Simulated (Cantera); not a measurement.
A perfectly stirred reactor is fed with 0.996 % CO, 2.33 % O2, 0.156 % H2O, 96.5 % N2, equivalence ratio 0.21, at 383 Torr; it is held at 1300 K, and followed from long to short residence time.

Cantera simulation using GRI-Mech 3.0 (53 species, 325 reactions); the numbers are that mechanism's predictions, not measurements.

x: mole fraction; the columns are a selection and need not sum to one.

```csv
τ (s),x CO,x O2,x H2O,x H2O2,x NO2,x CO2,x H
0.46,0.000415,0.0186,0.00154,1.14e-8,3.57e-9,0.00959,6.60e-6
0.29,[?],0.0187,0.00153,[?],[?],0.00945,[?]
0.18,0.000763,0.0188,0.00152,1.72e-8,1.89e-9,0.00925,1.58e-5
0.11,0.00104,0.0189,0.00151,2.07e-8,1.40e-9,0.00896,2.45e-5
0.072,0.00136,0.0190,0.00150,2.37e-8,1.11e-9,0.00865,3.53e-5
0.045,0.00181,0.0192,0.00148,2.70e-8,8.87e-10,0.00820,5.18e-5
0.028,0.00239,0.0194,0.00146,2.99e-8,7.27e-10,0.00761,7.40e-5
0.018,0.00306,0.0197,0.00144,3.19e-8,6.10e-10,0.00693,9.93e-5
0.011,0.00397,0.0201,0.00142,3.32e-8,4.91e-10,0.00602,0.000130
0.0069,0.00498,0.0205,0.00140,3.33e-8,3.78e-10,0.00500,0.000155
0.0044,[?],0.0210,0.00140,3.20e-8,2.64e-10,[?],0.000165
```

Q: What belongs in the gaps?

A: 
- 0.29, x CO: 0.000561
- 0.29, x H2O2: 1.41e-8
- 0.29, x NO2: 2.60e-9
- 0.29, x H: 1.02e-5
- 0.0044, x CO: 0.00606
- 0.0044, x CO2: 0.00391
